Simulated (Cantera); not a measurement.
Charge: 1 mol SiCl4, 7.5 mol H2, at 1623.15 K and 1.00 bar.

Cantera equilibrium calculation (NASA polynomials, part measured and part estimated; ideal gas, pure solids and liquids). Candidate condensed phases: Si; 19 gas species. The tables' values for SiCl3 are old estimates; treat these amounts as uncertain. The numbers say what is thermodynamically allowed, not how fast it happens.

Base state: H2 0.720, HCl 0.172, SiCl2 0.0730, SiCl3 0.0177, SiCl4 0.0100, SiHCl3 0.00653, SiH2Cl2 0.000717, H 5.87e-5 (mole fractions); condensed: gas only.

What changes in the equilibrium state with this change: H2 from 7.5 to 210 mol?


```csv
species,before,after
H2,0.720,0.982
HCl,0.172,0.0167
SiCl2,0.0730,0.000999
SiCl4,0.0100,9.59e-7
SiCl3,0.0177,2.03e-5
SiHCl3,0.00653,8.72e-6
SiH2Cl2,0.000717,1.34e-5
Cl,1.10e-5,9.21e-7
SiH3Cl,2.36e-5,6.16e-6
"Si(s), mol",0,0.776
```

What changes in the equilibrium state with this change: pressure from 1.00 bar to 0.133 bar?


```tsv
species	before	after
H2	0.720	0.697
HCl	0.172	0.197
SiCl2	0.0730	0.0928
SiCl4	0.0100	0.00231
SiCl3	0.0177	0.00959
SiH3Cl	2.36e-5	3.27e-6
SiH2Cl2	0.000717	0.000118
SiHCl3	0.00653	0.00127
```
The tables' values for SiCl3, SiCl are old estimates; treat these amounts as uncertain.

What changes in the equilibrium state with this change: temperature from 1623.15 K to 1450 K?


```json
[
 {"species": "H2", "before": "0.720", "after": "0.768"},
 {"species": "HCl", "before": "0.172", "after": "0.120"},
 {"species": "SiCl2", "before": "0.0730", "after": "0.0399"},
 {"species": "SiCl4", "before": "0.0100", "after": "0.0331"},
 {"species": "SiHCl3", "before": "0.00653", "after": "0.0182"},
 {"species": "SiCl3", "before": "0.0177", "after": "0.0190"},
 {"species": "Cl", "before": "1.10e-5", "after": "1.06e-6"},
 {"species": "H", "before": "5.87e-5", "after": "8.29e-6"}
]
```
